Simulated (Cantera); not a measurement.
A perfectly stirred reactor is fed with C3H8 : O2 : N2 = 1 : 3.85 : 10 (molar parts), equivalence ratio 1.3, at 32000 Pa; it is adiabatic with a 525 K inlet, and is followed from long to short residence time, starting on the burning branch (τ in s: 0.044, 0.024, 0.013, 0.0069, 0.0037, 0.002, 0.0011, 0.00058, 0.00031, 0.00017, 9.2e-05, 4.9e-05, 2.7e-05).

Computed with Cantera and GRI-Mech 3.0 (53 species, 325 reactions). GRI-Mech 3.0 was tuned for natural gas; its chemistry of propane as a main component is partial and can be far from experiment.

Q: What does this change do: pressure from 32000 Pa to 130000 Pa?

A: 
```csv
quantity,before,after
"blow-out, bracketed by the residence times tried","burning at 92.0 µs, out at 49.0 µs","burning at 27.0 µs, the shortest tried"
x(C3H8) at τ = 44.0 ms,3.35e-7,1.24e-7
x(O2) at τ = 44.0 ms,0.00298,0.00129
x(CH2) at τ = 44.0 ms,5.75e-7,2.68e-7
x(CH4) at τ = 44.0 ms,1.08e-6,8.45e-7
x(C2H) at τ = 44.0 ms,4.29e-8,2.30e-8
x(C3H8) at τ = 1.10 ms,1.08e-5,3.60e-6
x(O2) at τ = 1.10 ms,0.00701,0.00359
x(CH2) at τ = 1.10 ms,1.21e-5,5.66e-6
x(CH4) at τ = 1.10 ms,1.85e-5,1.18e-5
x(C2H) at τ = 1.10 ms,7.97e-7,4.08e-7
```

Q: What does this change do: pressure from 32000 Pa to 100000 Pa?

A: 
```csv
quantity,before,after
"blow-out, bracketed by the residence times tried","burning at 92.0 µs, out at 49.0 µs","burning at 27.0 µs, the shortest tried"
x(C3H8) at τ = 44.0 ms,3.35e-7,1.48e-7
x(O2) at τ = 44.0 ms,0.00298,0.00153
x(CH2) at τ = 44.0 ms,5.75e-7,3.12e-7
x(CH4) at τ = 44.0 ms,1.08e-6,8.79e-7
x(C2H) at τ = 44.0 ms,4.29e-8,2.60e-8
x(C3H8) at τ = 1.10 ms,1.08e-5,4.30e-6
x(O2) at τ = 1.10 ms,0.00701,0.00421
x(CH2) at τ = 1.10 ms,1.21e-5,6.30e-6
x(CH4) at τ = 1.10 ms,1.85e-5,1.20e-5
x(C2H) at τ = 1.10 ms,7.97e-7,4.41e-7
```
